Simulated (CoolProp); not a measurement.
Saturation properties of dimethyl carbonate (Tc = 557.0 K, pc = 49.09 bar, ω = 0.346).

The numbers come from the reference Helmholtz-energy equation of state, Zhou 2011 in CoolProp.

| T (K) | p (bar) | liquid density (kg/m³) | liquid cp (kJ/(kg K)) | surface tension (mN/m) |
|---|---|---|---|---|
| 295.8 | 0.06433 | 1066 | 1.830 | 28.8 |
| 316.1 | 0.1714 | 1039 | 1.860 | 25.7 |
| 336.3 | 0.3949 | 1012 | 1.897 | 22.8 |
| 356.6 | … | 983.5 | 1.942 | 19.9 |
| 376.9 | 1.536 | 954.3 | 1.994 | 17.2 |
| 397.1 | 2.675 | 924.1 | 2.051 | 14.6 |
| 417.4 | 4.390 | … | 2.114 | 12.1 |
| 437.6 | … | 858.8 | 2.185 | … |
| 457.9 | 10.20 | 822.7 | 2.269 | 7.49 |
| 478.2 | 14.70 | 783.1 | 2.381 | 5.44 |
| 498.4 | 20.56 | 738.4 | 2.549 | 3.61 |
| 518.7 | 28.15 | 683.7 | 2.865 | 2.00 |
| 538.9 | 37.84 | 606.6 | 3.798 | 0.705 |

Question: Some entries are withheld; supply them.

Answer: 
- 356.6, p (bar): 0.8157
- 417.4, liquid density (kg/m³): 892.3
- 437.6, p (bar): 6.828
- 437.6, surface tension (mN/m): 9.70

It boils at 363.3 K under 1 atm.

Surface tension comes from a separate correlation (Mulero 2014).
